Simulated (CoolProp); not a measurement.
Model: reference Helmholtz-energy equation of state, Lemmon 2006, in CoolProp. It is a short technical equation, of lower accuracy than the large ones.

Question: Give the vapour pressure (kPa), vapour density (kg/m³), enthalpy of vaporisation (kJ/kg), liquid conductivity (mW/(m K)) of saturated R141b at 112.95, 177.75 °C.

Answer: 
```tsv
T (°C)	p (kPa)	vapour density (kg/m³)	enthalpy of vaporisation (kJ/kg)	liquid conductivity (mW/(m K))
112.95	895	39.2	176	68.6
177.75	2830	147	110	56.6
```

Thermal conductivity comes from a separate model (Huber 2003), an estimate that may be off by 10 % or more.
